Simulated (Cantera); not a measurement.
**Transport properties of process gases**

Gas mixture: H2O : NO = 0.67 : 0.72 (molar parts), at 450000 Pa, frozen composition.

Cantera's kinetic-theory transport with the Lennard-Jones parameters of GRI-Mech 3.0, ideal gas; thermal conductivity in the multicomponent form. Polar gases are described roughly by these parameters. The composition is frozen, though it would react at the higher temperatures.

```json
[
 {"T (K)": "400", "ρ (kg/m³)": "3.28", "cp (J/kg/K)": "1322", "μ (µPa s)": "18.8", "λ (mW/m/K)": "36.6", "Pr": "0.680", "D (cm²/s) N2": "0.0820", "D (cm²/s) NO": "0.0880", "D (cm²/s) H2O": "0.0880"},
 {"T (K)": "650", "ρ (kg/m³)": "2.02", "cp (J/kg/K)": "1411", "μ (µPa s)": "28.4", "λ (mW/m/K)": "60.1", "Pr": "0.667", "D (cm²/s) N2": "0.193", "D (cm²/s) NO": "0.216", "D (cm²/s) H2O": "0.216"},
 {"T (K)": "900", "ρ (kg/m³)": "1.46", "cp (J/kg/K)": "1510", "μ (µPa s)": "37.1", "λ (mW/m/K)": "84.1", "Pr": "0.665", "D (cm²/s) N2": "0.338", "D (cm²/s) NO": "0.385", "D (cm²/s) H2O": "0.385"},
 {"T (K)": "1150", "ρ (kg/m³)": "1.14", "cp (J/kg/K)": "1600", "μ (µPa s)": "45.0", "λ (mW/m/K)": "108", "Pr": "0.666", "D (cm²/s) N2": "0.513", "D (cm²/s) NO": "0.589", "D (cm²/s) H2O": "0.589"},
 {"T (K)": "1400", "ρ (kg/m³)": "0.937", "cp (J/kg/K)": "1677", "μ (µPa s)": "52.3", "λ (mW/m/K)": "132", "Pr": "0.667", "D (cm²/s) N2": "0.713", "D (cm²/s) NO": "0.825", "D (cm²/s) H2O": "0.825"},
 {"T (K)": "1650", "ρ (kg/m³)": "0.795", "cp (J/kg/K)": "1742", "μ (µPa s)": "59.2", "λ (mW/m/K)": "155", "Pr": "0.667", "D (cm²/s) N2": "0.939", "D (cm²/s) NO": "1.09", "D (cm²/s) H2O": "1.09"},
 {"T (K)": "1900", "ρ (kg/m³)": "0.690", "cp (J/kg/K)": "1796", "μ (µPa s)": "65.7", "λ (mW/m/K)": "177", "Pr": "0.668", "D (cm²/s) N2": "1.19", "D (cm²/s) NO": "1.38", "D (cm²/s) H2O": "1.38"},
 {"T (K)": "2150", "ρ (kg/m³)": "0.610", "cp (J/kg/K)": "1840", "μ (µPa s)": "71.8", "λ (mW/m/K)": "198", "Pr": "0.668", "D (cm²/s) N2": "1.46", "D (cm²/s) NO": "1.70", "D (cm²/s) H2O": "1.70"}
]
```
D: mixture-averaged diffusion coefficient of that species in the mixture.
